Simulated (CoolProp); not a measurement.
The fluid at 362.77 K and 0.214 MPa (gas) is heated at constant pressure to 487.7 K. The same conditions are run with several fluids, on thermodynamics alone (safety and materials aside).

Values from CoolProp's reference Helmholtz-energy equation of state of each fluid (ethane: Bücker 2006; sulfur dioxide: Gao 2016; R123: Younglove 1994).

Q: Rank ethane, sulfur dioxide, R123 by heat (kJ/kg), highest first.

A: ethane (286), R123 (102), sulfur dioxide (87.8)

```csv
fluid,final density (kg/m³)
ethane,1.59
sulfur dioxide,3.40
R123,8.20
```
